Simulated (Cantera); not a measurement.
A closed system holds: 1 mol AlN, a varied amount of H2O, at 1502 °C and 10.0 Pa.

Equilibrium computed with Cantera from the NASA thermochemical tables; the gas is ideal and each condensed phase is pure. Candidate condensed phases: Al, AlN, Al2O3, H2O; 35 gas species. Mutual solubility and eutectic melting of coexisting phases are not modelled. The numbers say what is thermodynamically allowed, not how fast it happens.

**Question.** What share of the Al ends up in condensed phases as a function of n(H2O) (mol), at 0.19, 0.32, 0.54, 0.93, 1.6, 2.7, 4.6, 7.8?

**Answer.** 
```tsv
n(H2O) (mol)	Al condensed (%)	as
0.19	43.2	AlN(s) + Al2O3(s)
0.32	4.4	AlN(s) + Al2O3(s)
0.54	22.7	Al2O3(s)
0.93	54.9	Al2O3(s)
1.6	100.0	Al2O3(s)
2.7	100.0	Al2O3(s)
4.6	100.0	Al2O3(s)
7.8	100.0	Al2O3(s)
```
